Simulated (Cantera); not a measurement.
# Ta(OEt)5 + H2O + H2 + O2 (tantalum, niobium, vanadium and zirconium in process gases)

A closed system holds: 1 mol Ta(OEt)5, 0.087 mol H2O, 6.5 mol H2, 0.55 mol O2, equilibrated at 13.5 Torr.

Cantera equilibrium calculation (NASA polynomials, part measured and part estimated; ideal gas, pure solids and liquids). Candidate condensed phases: C, C6H6, C7H8, C8H18, H2O, Ta, TaC, Ta2O5; 113 gas species. The feed counts by its element totals alone. TaC: taken at fixed stoichiometry. Condensed phases not in the tables: Ta2C. The numbers say what is thermodynamically allowed, not how fast it happens.

```
T (K)   x H2   x CO       x H  x C2H2 (acetylene)     x C2H      x C3    x CH4    x C4H2  n C(graphite)  n TaC(s)
-----  -----  -----  --------  ------------------  --------  --------  -------  --------  -------------  --------
1350   0.755  0.245   1.54e-5             9.35e-7    <1e-12    <1e-12  5.92e-5    <1e-12           2.81      1.00
1550   0.755  0.245  0.000204             1.21e-5  8.31e-12    <1e-12  2.09e-5  7.48e-11           2.81      1.00
1750   0.754  0.245   0.00151             8.66e-5   1.22e-9  1.32e-12  9.34e-6   3.91e-9           2.81      1.00
1950   0.748  0.244   0.00739            0.000409   6.35e-8  4.35e-10  4.90e-6   8.95e-8           2.79      1.00
2150   0.730  0.242    0.0269             0.00141   1.56e-6   4.76e-8  2.82e-6   1.11e-6           2.74      1.00
2350   0.684  0.235    0.0769             0.00377   2.17e-5   2.29e-6  1.64e-6   8.55e-6           2.61      1.00
2550   0.590  0.223     0.179             0.00785  0.000189   5.92e-5  8.69e-7   4.32e-5           2.36      1.00
```
x: gas mole fraction; n: condensed amount in mol.

From 1350 K to 2550 K the condensed part is C(graphite) + TaC(s).
